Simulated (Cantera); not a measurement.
**Premixed flame**

A freely propagating, adiabatic, planar premixed flame of H2 : O2 : N2 = 1 : 0.333 : 1.25 (molar parts), unburnt at 475 K and 3750 Torr; multicomponent+Soret transport, grid criteria slope 0.08 and curve 0.16, no radiation.

Cantera simulation using the H2/O2 subset of GRI-Mech 3.0, which has no nitrogen chemistry; the numbers are that mechanism's predictions, not measurements. The hydrogen kinetics of GRI-Mech 3.0 are dated; newer H2 mechanisms differ, most at raised pressure. Burning velocities carry a grid error of a few per cent, more on coarse grids.

| z (mm) | T (K) | u (m/s) | x H2 | x O2 | x HO2 | x H2O2 | x OH | x O |
|---|---|---|---|---|---|---|---|---|
| -0.148 | 475 | 5.76 | 0.387 | 0.129 | <1e-8 | <1e-8 | <1e-8 | <1e-8 |
| -0.0984 | 475 | 5.76 | 0.387 | 0.129 | <1e-8 | <1e-8 | <1e-8 | <1e-8 |
| -0.0738 | 475 | 5.76 | 0.387 | 0.129 | 3.43e-8 | <1e-8 | <1e-8 | <1e-8 |
| -0.0492 | 476 | 5.75 | 0.385 | 0.129 | 1.05e-6 | 4.33e-8 | <1e-8 | 3.77e-8 |
| -0.0246 | 518 | 6.01 | 0.355 | 0.135 | 0.000395 | 1.94e-5 | 3.12e-5 | 6.56e-6 |
| -0.0123 | 821 | 9.16 | 0.311 | 0.128 | 0.000899 | 0.000101 | 0.00114 | 0.000250 |
| 0 | 1287 | 14.1 | 0.246 | 0.0931 | 0.000376 | 3.33e-5 | 0.00255 | 0.00210 |
| 0.0123 | 1623 | 17.7 | 0.176 | 0.0461 | 0.000162 | 4.76e-6 | 0.00565 | 0.00409 |
| 0.0246 | 1805 | 19.6 | 0.140 | 0.0187 | 6.17e-5 | 2.53e-6 | 0.00804 | 0.00390 |
| 0.0492 | 1969 | 21.3 | 0.126 | 0.00455 | 1.44e-5 | 1.33e-6 | 0.00953 | 0.00280 |
| 0.0984 | 2109 | 22.6 | 0.128 | 0.00170 | 5.48e-6 | 7.02e-7 | 0.00888 | 0.00170 |
| 0.197 | 2223 | 23.7 | 0.133 | 0.000817 | 2.62e-6 | 3.88e-7 | 0.00702 | 0.000839 |
| 0.394 | 2305 | 24.4 | 0.136 | 0.000338 | 1.06e-6 | 2.08e-7 | 0.00487 | 0.000346 |
x: mole fraction of selected species; z is measured from the peak of heat release.

```yaml
laminar_burning_velocity: 576 cm/s
thermal_thickness: 0.0492 mm
peak x(HO2): 0.00109
peak x(H2O2): 0.000101
peak x(OH): 0.00956
peak x(O): 0.00419
```
